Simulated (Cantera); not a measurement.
Charge: 1 mol SiHCl3, 0.074 mol CH4, 1100 mol H2, equilibrated at 120 Pa.

Method: chemical equilibrium by Gibbs-energy minimisation in Cantera with the NASA 1993 tables (ideal gas, pure condensed phases). Candidate condensed phases: C, C6H6, C7H8, C8H18, Si, SiC; 109 gas species. Equilibrium is a limit: real reactors are often held back by kinetics, nucleation or transport. All values below are at 2148 K.

Base state: H2 0.883, H 0.113, HCl 0.00234, Si 0.000838, Cl 0.000220, C2H2 (acetylene) 3.01e-5, SiH 1.34e-5 (mole fractions); condensed: gas only.

Task: What changes in the equilibrium state with this change: pressure from 120 Pa to 13300 Pa?

Result: 
| species | before | after |
|---|---|---|
| H2 | 0.883 | 0.985 |
| H | 0.113 | 0.0113 |
| HCl | 0.00234 | 0.00266 |
| Si | 0.000838 | 0.000644 |
| SiH2 | 9.38e-7 | 8.93e-5 |
| Si2C | 2.74e-7 | 1.48e-5 |
| Cl | 0.000220 | 2.24e-5 |
Gases not in the tables: Si2H6 and higher silanes.
